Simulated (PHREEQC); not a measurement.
Consider water at 25 °C with 0.22 mol HF, 9.7e-05 mol Na2CO3 and 0.00011 mol LiCl per kg of water. Closed to the air; pH follows from the charge balance.

Computed with PHREEQC (ion-association model, phreeqc.dat).

```
quantity                   before    after
------------------------  -------  -------
pH                           1.82     9.65
ionic strength (mol/kgw)   0.0173    0.220
HCO3- (mol/kgw)           3.21e-9  6.40e-5
```

Which change was made?
(A) LiCl left out
(B) HF replaced by (CH3)4NF at the same molality
(C) HF left out
(D) 0.19 mol/kgw NH3 added
(E) HF from 0.22 to 0.44 mol/kgw

B, HF replaced by (CH3)4NF at the same molality

This is a speciation only: nothing precipitates in the calculation. (CH3)4N+ isn't in the database: it is added as a free cation with an ion size of 4 Å.
